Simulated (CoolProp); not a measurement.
The fluid at 372.55 K and 1.58 MPa flows at 1.2 m/s in a round tube of 2 mm bore and 45 µm roughness, fully developed (64/Re and Nu = 3.66 if laminar; Colebrook and Gnielinski if turbulent). The same conditions are run with several fluids, on thermodynamics alone (safety and materials aside).

Computed with CoolProp (reference Helmholtz-energy equation of state of each fluid (C3F8 (R218): Lemmon 2006; CH2F2 (R32): Tillner-Roth 1997; R227EA: Lemmon 2016; R143a: Lemmon and Jacobsen 2000; oxygen: Schmidt 1985)).

Question: Rank C3F8 (R218), CH2F2 (R32), R227EA, R143a, oxygen by Reynolds number, highest first.

Answer: R227EA (17400), C3F8 (R218) (16800), R143a (8120), CH2F2 (R32) (4180), oxygen (1580)

```tsv
fluid	Darcy friction factor	pressure drop (Pa/m)	heat-transfer coefficient (W/(m² K))	mass flow (kg/h)
C3F8 (R218)	0.0530	2210	984	1.57
CH2F2 (R32)	0.0585	614	244	0.396
R227EA	0.0529	2130	1070	1.52
R143a	0.0551	974	525	0.667
oxygen	0.0404	238	59.6	0.222
```

Above 300 K oxygen's equation is extrapolated.

Transport values come from each fluid's own correlations; those of C3F8 (R218), CH2F2 (R32), R227EA, R143a are estimates that may be off by 10 % or more.
